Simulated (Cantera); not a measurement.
**Silicon nitride deposition: SiF₄ + NH₃ + H₂**

Feed: 1 mol SiF₄, a varied amount of NH₃, 0.14 mol H₂, equilibrated at 1398 K and 0.100 bar.

Method: chemical equilibrium by Gibbs-energy minimisation in Cantera with the NASA 1993 tables (ideal gas, pure condensed phases). Candidate condensed phases: Si, Si₃N₄; 37 gas species. The tables' values for SiF₃, SiF₂ are old estimates; treat these amounts as uncertain. Equilibrium is a limit: real reactors are often held back by kinetics, nucleation or transport.

At 3.9 mol NH₃ nothing is condensed. From 6.6 mol NH₃ to 33 mol NH₃ the condensed part is Si₃N₄(s). The main Si-bearing gas is SiF₄ throughout. The share of Si in condensed phases is highest at 33 mol NH₃ (3.8 %) and lowest at 3.9 mol NH₃ (0.0 %).

```json
[
 {"n(NH₃) (mol)": "3.9", "log p H₂": "-1.18", "log p N₂": "-1.66", "log p SiF₄": "-1.98", "log p HF": "-3.21", "log p SiF₃": "-3.48", "log p SiHF₃": "-3.59", "log p SiF₂": "-5.14", "log p SiH₂F₂": "-5.54", "n Si₃N₄(s)": "0"},
 {"n(NH₃) (mol)": "6.6", "log p H₂": "-1.16", "log p N₂": "-1.64", "log p SiF₄": "-2.19", "log p HF": "-3.28", "log p SiF₃": "-3.61", "log p SiHF₃": "-3.72", "log p SiF₂": "-5.20", "log p SiH₂F₂": "-5.58", "n Si₃N₄(s)": "0.000885"},
 {"n(NH₃) (mol)": "9.2", "log p H₂": "-1.15", "log p N₂": "-1.63", "log p SiF₄": "-2.33", "log p HF": "-3.31", "log p SiF₃": "-3.72", "log p SiHF₃": "-3.82", "log p SiF₂": "-5.27", "log p SiH₂F₂": "-5.64", "n Si₃N₄(s)": "0.00220"},
 {"n(NH₃) (mol)": "12", "log p H₂": "-1.14", "log p N₂": "-1.62", "log p SiF₄": "-2.44", "log p HF": "-3.33", "log p SiF₃": "-3.80", "log p SiHF₃": "-3.90", "log p SiF₂": "-5.33", "log p SiH₂F₂": "-5.70", "n Si₃N₄(s)": "0.00358"},
 {"n(NH₃) (mol)": "15", "log p H₂": "-1.14", "log p N₂": "-1.62", "log p SiF₄": "-2.54", "log p HF": "-3.35", "log p SiF₃": "-3.88", "log p SiHF₃": "-3.97", "log p SiF₂": "-5.38", "log p SiH₂F₂": "-5.74", "n Si₃N₄(s)": "0.00500"},
 {"n(NH₃) (mol)": "17", "log p H₂": "-1.14", "log p N₂": "-1.62", "log p SiF₄": "-2.59", "log p HF": "-3.37", "log p SiF₃": "-3.92", "log p SiHF₃": "-4.01", "log p SiF₂": "-5.41", "log p SiH₂F₂": "-5.77", "n Si₃N₄(s)": "0.00593"},
 {"n(NH₃) (mol)": "20", "log p H₂": "-1.14", "log p N₂": "-1.62", "log p SiF₄": "-2.66", "log p HF": "-3.38", "log p SiF₃": "-3.97", "log p SiHF₃": "-4.07", "log p SiF₂": "-5.45", "log p SiH₂F₂": "-5.80", "n Si₃N₄(s)": "0.00728"},
 {"n(NH₃) (mol)": "22", "log p H₂": "-1.14", "log p N₂": "-1.61", "log p SiF₄": "-2.70", "log p HF": "-3.39", "log p SiF₃": "-4.00", "log p SiHF₃": "-4.10", "log p SiF₂": "-5.47", "log p SiH₂F₂": "-5.83", "n Si₃N₄(s)": "0.00816"},
 {"n(NH₃) (mol)": "25", "log p H₂": "-1.13", "log p N₂": "-1.61", "log p SiF₄": "-2.76", "log p HF": "-3.41", "log p SiF₃": "-4.05", "log p SiHF₃": "-4.14", "log p SiF₂": "-5.50", "log p SiH₂F₂": "-5.85", "n Si₃N₄(s)": "0.00946"},
 {"n(NH₃) (mol)": "28", "log p H₂": "-1.13", "log p N₂": "-1.61", "log p SiF₄": "-2.81", "log p HF": "-3.42", "log p SiF₃": "-4.09", "log p SiHF₃": "-4.18", "log p SiF₂": "-5.52", "log p SiH₂F₂": "-5.88", "n Si₃N₄(s)": "0.0107"},
 {"n(NH₃) (mol)": "30", "log p H₂": "-1.13", "log p N₂": "-1.61", "log p SiF₄": "-2.84", "log p HF": "-3.43", "log p SiF₃": "-4.11", "log p SiHF₃": "-4.20", "log p SiF₂": "-5.54", "log p SiH₂F₂": "-5.89", "n Si₃N₄(s)": "0.0116"},
 {"n(NH₃) (mol)": "33", "log p H₂": "-1.13", "log p N₂": "-1.61", "log p SiF₄": "-2.89", "log p HF": "-3.44", "log p SiF₃": "-4.14", "log p SiHF₃": "-4.23", "log p SiF₂": "-5.56", "log p SiH₂F₂": "-5.91", "n Si₃N₄(s)": "0.0128"}
]
```
log p: log10 of the partial pressure in bar; n: condensed amount in mol.
